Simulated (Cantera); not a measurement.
**Premixed flame**

A freely propagating, adiabatic, planar premixed flame of H₂ : O₂ : N₂ = 1 : 0.943 : 3.3 (molar parts), unburnt at 300 K and 10.0 bar; mixture-averaged transport, grid criteria slope 0.08 and curve 0.16, no radiation.

Cantera simulation using the H2/O2 subset of GRI-Mech 3.0, which has no nitrogen chemistry; the numbers are that mechanism's predictions, not measurements. The hydrogen kinetics of GRI-Mech 3.0 are dated; newer H2 mechanisms differ, most at raised pressure. Burning velocities carry a grid error of a few per cent, more on coarse grids. Lean hydrogen flames are cellular in practice and burn faster than this planar one.

| z (mm) | T (K) | u (m/s) | x H₂ | x O₂ | x OH | x H | x H₂O₂ | x O |
|---|---|---|---|---|---|---|---|---|
| -0.335 | 302 | 0.116 | 0.182 | 0.182 | <1e-8 | <1e-8 | 1.55e-7 | <1e-8 |
| -0.223 | 317 | 0.119 | 0.162 | 0.186 | <1e-8 | <1e-8 | 3.10e-6 | <1e-8 |
| -0.167 | 358 | 0.132 | 0.138 | 0.188 | <1e-8 | <1e-8 | 1.57e-5 | <1e-8 |
| -0.112 | 500 | 0.179 | 0.100 | 0.186 | <1e-8 | <1e-8 | 7.25e-5 | <1e-8 |
| -0.0558 | 904 | 0.316 | 0.0526 | 0.162 | 3.85e-8 | 1.55e-8 | 0.000246 | 8.14e-8 |
| -0.0279 | 1229 | 0.429 | 0.0291 | 0.137 | 2.95e-5 | 1.43e-5 | 0.000246 | 1.93e-5 |
| 0 | 1547 | 0.541 | 0.00980 | 0.111 | 0.000714 | 0.000170 | 1.08e-5 | 0.000278 |
| 0.0279 | 1681 | 0.589 | 0.00231 | 0.0998 | 0.00141 | 0.000101 | 2.51e-6 | 0.000277 |
| 0.0558 | 1716 | 0.602 | 0.000645 | 0.0975 | 0.00118 | 2.68e-5 | 1.27e-6 | 0.000130 |
| 0.112 | 1730 | 0.606 | 0.000103 | 0.0969 | 0.000673 | 2.82e-6 | 4.66e-7 | 3.37e-5 |
| 0.223 | 1733 | 0.607 | 1.39e-5 | 0.0969 | 0.000378 | 3.25e-7 | 1.85e-7 | 9.86e-6 |
| 0.447 | 1734 | 0.607 | 6.23e-6 | 0.0970 | 0.000308 | 1.63e-7 | 1.39e-7 | 6.48e-6 |
| 0.893 | 1734 | 0.607 | 5.96e-6 | 0.0970 | 0.000303 | 1.56e-7 | 1.36e-7 | 6.28e-6 |
x: mole fraction of selected species; z is measured from the peak of heat release.

| Property | Result |
|---|---|
| laminar burning velocity | 11.6 cm/s |
| thermal thickness | 0.112 mm |
| peak x(OH) | 0.00141 |
| peak x(H) | 0.000179 |
| peak x(H₂O₂) | 0.000290 |
| peak x(O) | 0.000336 |
